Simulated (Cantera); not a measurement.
A freely propagating, adiabatic, planar premixed flame of H2 : O2 : N2 : H2O = 1 : 0.98 : 3.69 : 0.53 (molar parts), unburnt at 673 K and 2.07 atm; mixture-averaged transport, grid criteria slope 0.08 and curve 0.16, no radiation.

Model: the H2/O2 subset of GRI-Mech 3.0, which has no nitrogen chemistry, integrated in Cantera. The hydrogen kinetics of GRI-Mech 3.0 are dated; newer H2 mechanisms differ, most at raised pressure. Burning velocities carry a grid error of a few per cent, more on coarse grids. Lean hydrogen flames are cellular in practice and burn faster than this planar one.

Question: Predict: laminar burning velocity; thermal thickness; peak x(H2O2); peak x(HO2); peak x(OH).

Answer: 
```json
{
  "laminar_burning_velocity": "222 cm/s",
  "thermal_thickness": "0.182 mm",
  "peak x(H2O2)": "7.73e-5",
  "peak x(HO2)": "0.000508",
  "peak x(OH)": "0.00643"
}
```
